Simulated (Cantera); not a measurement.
A Cantera script and its output.

```python
import numpy as np
import cantera as ct

gas = ct.Solution("gri30.yaml")
gas.TPX = 450, 500000, {'H2': 1, 'O2': 0.556, 'N2': 2.09, 'H2O': 0.32}
inlet = ct.Reservoir(gas, clone=True)
gas.equilibrate("HP")  # start burning
reactor = ct.IdealGasConstPressureReactor(gas, energy="on", clone=False)
exhaust = ct.Reservoir(gas, clone=True)
tau = [0.41, 0.15, 0.056, 0.021, 0.0075, 0.0028, 0.001, 0.00038, 0.00014, 5.1e-05][0]
for a, b in ((inlet, reactor), (reactor, exhaust)):
    ct.MassFlowController(a, b, mdot=lambda t: reactor.mass / tau)
net = ct.ReactorNet([reactor])
show = ['H2', 'O2', 'H2O', 'O', 'NO2', 'HO2']

rows = []
print(f"{'tau/s':>10s}{'T/K':>9s}" + "".join(f"{s:>11s}" for s in show))
for tau in [0.41, 0.15, 0.056, 0.021, 0.0075, 0.0028, 0.001, 0.00038, 0.00014, 5.1e-05]:
    net.initial_time = 0.0
    net.advance(30 * tau)
    before = gas.X
    net.advance(40 * tau)
    drift = np.max(np.abs(gas.X - before) / (gas.X + 1e-9))
    rows.append([gas.T, *gas[show].X, drift])
    print(f"{tau:10.3e}{gas.T:9.1f}" + "".join(f"{x:11.3e}" for x in gas[show].X))
```

Output:

```
     tau/s      T/K         H2         O2        H2O          O        NO2        HO2
 4.100e-01   2252.2  2.208e-03  1.468e-02  3.756e-01  2.050e-04  2.036e-06  2.771e-06
 1.500e-01   2252.9  2.230e-03  1.492e-02  3.756e-01  2.095e-04  1.715e-06  2.832e-06
 5.600e-02   2253.7  2.289e-03  1.530e-02  3.754e-01  2.185e-04  1.195e-06  2.948e-06
 2.100e-02   2253.6  2.451e-03  1.572e-02  3.751e-01  2.351e-04  6.616e-07  3.149e-06
 7.500e-03   2250.2  2.891e-03  1.610e-02  3.744e-01  2.711e-04  3.182e-07  3.569e-06
 2.800e-03   2241.3  3.862e-03  1.653e-02  3.728e-01  3.492e-04  1.675e-07  4.506e-06
 1.000e-03   2221.8  5.890e-03  1.729e-02  3.695e-01  5.257e-04  9.403e-08  6.785e-06
 3.800e-04   2189.4  9.154e-03  1.857e-02  3.641e-01  8.475e-04  5.564e-08  1.134e-05
 1.400e-04   2136.2  1.423e-02  2.069e-02  3.558e-01  1.437e-03  3.313e-08  2.053e-05
 5.100e-05   2055.3  2.130e-02  2.395e-02  3.440e-01  2.418e-03  2.235e-08  3.769e-05
```

Cantera simulation using GRI-Mech 3.0 (53 species, 325 reactions); the numbers are that mechanism's predictions, not measurements. The hydrogen kinetics of GRI-Mech 3.0 are dated; newer H2 mechanisms differ, most at raised pressure.
